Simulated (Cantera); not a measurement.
Cantera run:

```python
import numpy as np
import cantera as ct

gas_names = """
    C CO CO2 C2 C2O C3 C3O2 C4 C5 Mg MgO Mg2 O O2 O3
""".split()
cond_names = """
    C(gr) Mg(cr) Mg(L) MgCO3(s) MgO(s) MgO(L)
""".split()


# ... load() reads the species with a 1 bar reference pressure and builds the phases ...
atoms = {
    'MgCO3': {'Mg': 1, 'C': 1, 'O': 3},
    'C': {'C': 1},
    'O2': {'O': 2},
}
top_T = {'C(gr)': 4500}  # K; cautious upper limits of use, not melting points


# ... equilibrate(T, P, feed) seeds the gas with the atoms and calls Mixture.equilibrate('TP', solver="vcs", rtol=1e-11, max_steps=5000) ...
results = []
T = 1648  # K
P = 10000  # Pa
for m in [0.016, 0.029, 0.055, 0.1, 0.19, 0.37, 0.69, 1.3, 2.4, 4.6, 8.6]:
    feed = {'MgCO3': 1, 'C': 0.0079, 'O2': m}  # mol
    mix = equilibrate(T, P, feed)
    results.append((T, P, feed, dict(zip(mix.species_names, mix.species_moles))))

top = {s: max(r[3][s] / sum(r[3][g] for g in gas_names) for r in results) for s in gas_names}
cols = sorted((s for s in top if top[s] > 1e-05), key=lambda s: -top[s])[:5]
seen = [c for c in cond_names if any(r[3].get(c, 0) > 1e-12 for r in results)]
print("log10 of partial pressures in bar; condensed amounts in mol")
print(f"{'n(O2)':>10s}" + "".join(f"{s[:9]:>10s}" for s in cols + seen))
for T, P, feed, n in results:
    ng = sum(n[g] for g in gas_names)
    print(f"{feed['O2']:10.4g}" + "".join(f"{np.log10(max(n[s] / ng * P / 1e5, 1e-99)):10.3f}" for s in cols)
          + "".join(f"{n.get(c, 0):10.4g}" for c in seen))
```

It prints:

```
log10 of partial pressures in bar; condensed amounts in mol
     n(O2)       CO2        O2        CO         O    MgO(s)
     0.016    -1.004    -3.066    -3.905    -6.130         1
     0.029    -1.010    -2.680    -4.104    -5.937         1
     0.055    -1.020    -2.348    -4.281    -5.770         1
       0.1    -1.038    -2.076    -4.434    -5.635         1
      0.19    -1.072    -1.815    -4.599    -5.504         1
      0.37    -1.133    -1.578    -4.779    -5.385         1
      0.69    -1.225    -1.394    -4.962    -5.294         1
       1.3    -1.358    -1.250    -5.167    -5.222         1
       2.4    -1.528    -1.153    -5.386    -5.173         1
       4.6    -1.745    -1.086    -5.636    -5.140         1
       8.6    -1.979    -1.048    -5.889    -5.121         1
```

Cantera equilibrium calculation (NASA polynomials, part measured and part estimated; ideal gas, pure solids and liquids).
